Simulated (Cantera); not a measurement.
A closed system holds: 1 mol B2H6, 0.2 mol O2, 0.84 mol H2, at 44.0 Pa.

These are equilibrium values from Cantera (NASA tables, ideal gas, pure condensed phases), not measurements of a reactor. Candidate condensed phases: B, B2O3, B3O3H3, H2O; 23 gas species. The feed counts by its element totals alone. Mutual solubility and eutectic melting of coexisting phases are not modelled. Kinetics and transport are ignored.

### Question
What share of the B ends up in condensed phases as a function of T (°C), at 525, 675, 825, 975, 1125, 1275, 1425, 1575?

### Answer
| T (°C) | B condensed (%) | as |
|---|---|---|
| 525 | 99.9 | B(s) + B2O3(l) |
| 675 | 99.9 | B(s) + B2O3(l) |
| 825 | 99.8 | B(s) + B2O3(l) |
| 975 | 98.4 | B(s) + B2O3(l) |
| 1125 | 80.9 | B(s) |
| 1275 | 80.3 | B(s) |
| 1425 | 80.1 | B(s) |
| 1575 | 79.9 | B(s) |
